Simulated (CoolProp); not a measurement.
Saturation properties of n-butane.

Model: reference Helmholtz-energy equation of state, Bücker 2006, in CoolProp.

```
T (°C)  p (kPa)  liquid density (kg/m³)  vapour density (kg/m³)  liquid viscosity (µPa s)  vapour viscosity (µPa s)
------  -------  ----------------------  ----------------------  ------------------------  ------------------------
39.85     376.9                     [?]                   9.380                       138                      7.78
44.65     430.1                   549.1                   10.66                       132                      7.92
49.45     488.7                   543.0                     [?]                       126                      8.05
54.25     553.0                   536.8                   13.63                       [?]                      8.20
59.05     623.5                   530.4                   15.35                       115                      8.34
63.95     702.2                   523.7                   17.28                       110                      8.50
68.75     786.1                   517.0                   19.37                       105                       [?]
73.55     877.2                   510.1                   21.67                       101                      8.84
78.35     975.8                   502.9                   24.21                      96.2                      9.02
83.15      1082                   495.5                   27.00                      91.8                      9.21
87.95      1197                   487.8                   30.08                      87.6                      9.42
92.75      1321                   479.9                     [?]                      83.5                      9.64
97.55      1454                     [?]                     [?]                      79.4                      9.88
102.35     1597                   462.8                   41.47                      75.5                      10.1
107.15     1750                   453.6                   46.16                      71.6                      10.4
```

Question: Complete the blanks.

Answer: 
- 39.85, liquid density (kg/m³): 555.1
- 49.45, vapour density (kg/m³): 12.07
- 54.25, liquid viscosity (µPa s): 121
- 68.75, vapour viscosity (µPa s): 8.67
- 92.75, vapour density (kg/m³): 33.49
- 97.55, liquid density (kg/m³): 471.5
- 97.55, vapour density (kg/m³): 37.26

It boils at -0.5 °C under 1 atm.

Viscosity comes from a separate model (Vogel 1999).
